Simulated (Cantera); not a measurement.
Input: 1 mol SiC, 0.019 mol N₂O, 180 mol N₂, 0.0012 mol H₂O, at 1.33 mbar.

Cantera equilibrium calculation (NASA polynomials, part measured and part estimated; ideal gas, pure solids and liquids). Candidate condensed phases: C, C₆H₆, C₇H₈, C₈H₁₈, H₂O, Si, SiC, SiO₂, Si₂N₂O, Si₃N₄; 151 gas species. Equilibrium is a limit: real reactors are often held back by kinetics, nucleation or transport.

Q: What share of the Si ends up in condensed phases as a function of T (°C), at 1375, 1425, 1475, 1525, 1575, 1625, 1675, 1725, 1775?

A: 
```tsv
T (°C)	Si condensed (%)	as
1375	98.7	SiC(s)
1425	98.4	SiC(s)
1475	98.1	SiC(s)
1525	97.9	SiC(s)
1575	97.3	SiC(s)
1625	93.4	SiC(s)
1675	84.6	SiC(s)
1725	65.3	SiC(s)
1775	24.5	SiC(s)
```
